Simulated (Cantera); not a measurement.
Cantera run, input and output.

```python
import numpy as np
import cantera as ct

gas = ct.Solution("gri30.yaml")
gas.TPX = 423, 240000, {'CH4': 1, 'O2': 1.67, 'N2': 8.17}
flame = ct.FreeFlame(gas, width=0.022)
flame.set_refine_criteria(ratio=3, slope=0.08, curve=0.16)
flame.transport_model = "mixture-averaged"
flame.solve(loglevel=0, auto=True)
z, T = flame.grid, flame.T
thick = (T[-1] - T[0]) / np.gradient(T, z).max()
show = ['CH4', 'O2', 'H2O2', 'CO', 'H', 'C2H2']
print(f"laminar burning velocity  {flame.velocity[0] * 100:.3f} cm/s")
print(f"burnt temperature         {T[-1]:.1f} K")
print(f"thermal thickness         {thick * 1e3:.4f} mm")
print(f"grid points               {len(z)}")
z0 = z[flame.heat_release_rate.argmax()]
print(f"{'z/mm':>9s}{'T/K':>9s}{'u/(m/s)':>9s}" + "".join(f"{s:>11s}" for s in show))
rows = []
for k in (-3, -2, -1.5, -1, -0.5, -0.25, 0, 0.25, 0.5, 1, 2, 4, 8):
    zz = z0 + k * thick
    rows.append([k * thick, np.interp(zz, z, T), np.interp(zz, z, flame.velocity),
                 *(np.interp(zz, z, flame.X[gas.species_index(s)]) for s in show)])
    print(f"{rows[-1][0] * 1e3:9.3f}{rows[-1][1]:9.1f}{rows[-1][2]:9.3f}" + "".join(f"{x:11.3e}" for x in rows[-1][3:]))
```

It prints:

```
laminar burning velocity  18.910 cm/s
burnt temperature         1975.3 K
thermal thickness         0.4254 mm
grid points               136
     z/mm      T/K  u/(m/s)        CH4         O2       H2O2         CO          H       C2H2
   -1.276    424.2    0.190  9.196e-02  1.537e-01  5.528e-08  1.895e-05  1.775e-15  5.212e-08
   -0.851    433.1    0.195  9.109e-02  1.527e-01  5.134e-07  1.780e-04  2.653e-13  6.524e-07
   -0.638    462.3    0.208  8.894e-02  1.504e-01  2.115e-06  7.608e-04  9.426e-12  3.432e-06
   -0.425    606.8    0.276  7.970e-02  1.393e-01  9.801e-06  4.235e-03  3.847e-09  2.626e-05
   -0.213   1073.1    0.494  4.999e-02  9.720e-02  2.031e-05  1.859e-02  6.060e-06  1.529e-04
   -0.106   1442.3    0.668  2.540e-02  5.902e-02  4.861e-06  3.215e-02  9.892e-05  3.190e-04
    0.000   1772.9    0.824  4.915e-03  2.055e-02  7.337e-07  4.367e-02  1.017e-03  5.057e-04
    0.106   1893.2    0.878  2.789e-04  4.249e-03  1.690e-07  4.195e-02  2.450e-03  1.167e-04
    0.213   1920.0    0.888  1.305e-05  1.049e-03  1.007e-07  3.805e-02  2.662e-03  1.150e-05
    0.425   1940.1    0.896  1.096e-07  2.805e-04  5.914e-08  3.584e-02  2.093e-03  2.715e-07
    0.851   1956.6    0.903  6.077e-10  1.038e-04  2.815e-08  3.560e-02  1.317e-03  2.734e-09
    1.702   1967.4    0.908  8.203e-12  3.042e-05  9.702e-09  3.575e-02  7.038e-04  3.163e-11
    3.403   1972.9    0.910  7.296e-13  7.359e-06  2.597e-09  3.584e-02  3.449e-04  8.524e-13
```

Cantera simulation using GRI-Mech 3.0 (53 species, 325 reactions); the numbers are that mechanism's predictions, not measurements. Burning velocities carry a grid error of a few per cent, more on coarse grids.
